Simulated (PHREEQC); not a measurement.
3 g of hydrous ferric oxide (600 m²/g; 0.2 weak and 0.005 strong sites per Fe, Dzombak-Morel constants, diffuse double layer) in 1 kg of water with 0.005 mol/kgw of an inert sodium salt and 0.39 mmol/kgw Na2SO4 and 2 mmol/kgw H3BO3, at 25 °C; the pH is set by adding NaOH or the inert anion's acid. Oxygen is held at 0.21 atm. The system is closed to CO2. No solid was allowed to form.

The series has 17 steps of pH, from 3 to 11.

Computed with PHREEQC (ion-association model, wateq4f.dat).

Q: Near which pH is half of the S sorbed, and on which side is more sorbed?

A: Near pH 7.2, with more sorbed at lower pH.

Species that the database lacks are ignored. The oxide is taken as insoluble; below pH 4 it would dissolve.
